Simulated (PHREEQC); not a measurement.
Dissolve 0.0018 mol/kgw CuSO4 at 25 °C. Closed to the air; pH follows from the charge balance.

The numbers come from PHREEQC with the ion-association model, wateq4f.dat.

Precipitation was switched off in this run.

Order these Cu species by the share of Cu that they hold, largest first: CuSO4, CuOH+, Cu2(OH)2+2, Cu+2.

Cu+2 (86 %), CuSO4 (14 %), Cu2(OH)2+2 (0.23 %), CuOH+ (0.11 %)

The pH is 5.21 and the ionic strength 0.00618 mol/kgw. The solution is supersaturated, for example in Brochantite, Antlerite, so a real one may precipitate; this is no full list.
